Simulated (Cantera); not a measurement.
Feed: 1 mol Al(CH3)3, 1.8 mol N2, 2.2 mol H2, held at 23.0 mbar.

Equilibrium computed with Cantera from the NASA thermochemical tables; the gas is ideal and each condensed phase is pure. Candidate condensed phases: Al, AlN, C, C6H6, C7H8, C8H18; 97 gas species. The feed counts by its element totals alone. Kinetics and transport are ignored.

Problem. At 1398 K, list the 5 most abundant gas species with their mole fractions, and the condensed phases.

Solution. H2 0.837, N2 0.162, HCN 0.000180, CH4 7.04e-5, H 2.85e-5. Condensed: AlN(s) + C(graphite).
